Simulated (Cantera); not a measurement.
**Premixed flame**

A freely propagating, adiabatic, planar premixed flame of 9.04 % CH₄, 18.6 % O₂, 70.1 % N₂, 2.26 % H₂O, equivalence ratio 0.97, unburnt at 325 K and 3750 Torr; multicomponent+Soret transport, grid criteria slope 0.08 and curve 0.16, no radiation.

Model: GRI-Mech 3.0 (53 species, 325 reactions), integrated in Cantera. Burning velocities carry a grid error of a few per cent, more on coarse grids.

```tsv
z (mm)	T (K)	u (m/s)	x CH₄	x O₂	x H₂O	x NO₂	x C₂H₆	x NO
-0.516	325	0.190	0.0904	0.186	0.0226	<1e-8	<1e-8	<1e-8
-0.344	328	0.192	0.0899	0.186	0.0229	<1e-8	2.43e-7	<1e-8
-0.258	342	0.200	0.0884	0.185	0.0244	6.62e-8	2.30e-6	<1e-8
-0.172	452	0.265	0.0808	0.179	0.0354	6.68e-7	3.64e-5	1.41e-7
-0.0860	956	0.565	0.0533	0.136	0.0847	2.14e-6	0.000390	3.32e-6
-0.0430	1391	0.826	0.0279	0.0918	0.128	7.61e-7	0.000638	9.44e-6
0	1810	1.08	0.00433	0.0436	0.171	4.97e-8	6.09e-5	1.74e-5
0.0430	1977	1.17	7.29e-5	0.0224	0.185	2.47e-8	1.92e-8	2.61e-5
0.0860	2044	1.21	7.36e-7	0.0169	0.188	2.77e-8	<1e-8	3.08e-5
0.172	2112	1.24	<1e-8	0.0131	0.193	3.04e-8	<1e-8	3.59e-5
0.344	2164	1.27	<1e-8	0.0104	0.196	3.21e-8	<1e-8	4.20e-5
0.688	2193	1.28	<1e-8	0.00885	0.199	3.21e-8	<1e-8	4.97e-5
1.38	2205	1.29	<1e-8	0.00819	0.200	3.49e-8	<1e-8	6.11e-5
```
x: mole fraction of selected species; z is measured from the peak of heat release.

```yaml
laminar_burning_velocity: 19.0 cm/s
thermal_thickness: 0.172 mm
peak x(C₂H₆): 0.000645
grid_points: 145
```
